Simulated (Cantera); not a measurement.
Cantera with NASA thermochemical tables; ideal gases at 1 bar, condensed phases pure. Values are per mole of reaction as written; species without (g) are pure solids or liquids, kept so even where they would boil at 1 bar.

2 O3(g) + 3 C ⇌ 3 CO2(g)

```
T (K)    ΔH° (kJ)   ΔS° (J/K)    ΔG° (kJ)     log10 K
-----  ----------  ----------  ----------  ----------
850    (withheld)  (withheld)  (withheld)  (withheld)
900    (withheld)  (withheld)  (withheld)  (withheld)
950       -1469.0       140.0     -1602.0       88.08
1000   (withheld)  (withheld)  (withheld)  (withheld)
1050      -1470.3       138.6     -1615.9       80.38
1100      -1470.9       138.1     -1622.8       77.06
1150   (withheld)  (withheld)  (withheld)  (withheld)
1200      -1472.1       137.0     -1636.5       71.24
1250      -1472.7       136.6     -1643.4       68.67
```

Some entries are withheld; supply them.


- 850, ΔH° (kJ): -1467.7
- 850, ΔS° (J/K): 141.4
- 850, ΔG° (kJ): -1587.9
- 850, log10 K: 97.58
- 900, ΔH° (kJ): -1468.3
- 900, ΔS° (J/K): 140.7
- 900, ΔG° (kJ): -1594.9
- 900, log10 K: 92.57
- 1000, ΔH° (kJ): -1469.7
- 1000, ΔS° (J/K): 139.3
- 1000, ΔG° (kJ): -1608.9
- 1000, log10 K: 84.04
- 1150, ΔH° (kJ): -1471.5
- 1150, ΔS° (J/K): 137.5
- 1150, ΔG° (kJ): -1629.7
- 1150, log10 K: 74.02
